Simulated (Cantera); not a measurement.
An adiabatic, constant-volume homogeneous reactor starts with CH3OH : O2 : N2 = 1 : 0.714 : 7.86 (molar parts), equivalence ratio 2.1, at 1550 K and 900 Torr. Integrator tolerance rtol = 1e-08.

Computed with Cantera and GRI-Mech 3.0 (53 species, 325 reactions). GRI-Mech 3.0 was tuned for natural gas; its chemistry of methanol as a main component is partial and can be far from experiment.

Task: What does this change do: pressure from 900 Torr to 1730 Torr?

Result: 
```csv
quantity,before,after
time of steepest temperature rise,0.127 ms,70.3 µs
temperature at 0.200 s,2380 K,2387 K
equilibrium temperature,2380 K,2387 K
x(CH3OH) at 0.200 s,<1e-12 (gas-phase equilibrium <1e-12),<1e-12 (gas-phase equilibrium <1e-12)
x(O2) at 0.200 s,1.23e-5 (gas-phase equilibrium 1.23e-5),6.88e-6 (gas-phase equilibrium 6.88e-6)
x(CO2) at 0.200 s,0.0194 (gas-phase equilibrium 0.0194),0.0193 (gas-phase equilibrium 0.0193)
x(C2H6) at 0.200 s,<1e-12 (gas-phase equilibrium <1e-12),<1e-12 (gas-phase equilibrium <1e-12)
x(C2H) at 0.200 s,<1e-12 (gas-phase equilibrium <1e-12),<1e-12 (gas-phase equilibrium <1e-12)
x(CH3) at 0.200 s,3.82e-12 (gas-phase equilibrium 4.31e-12),1.02e-11 (gas-phase equilibrium 1.15e-11)
```
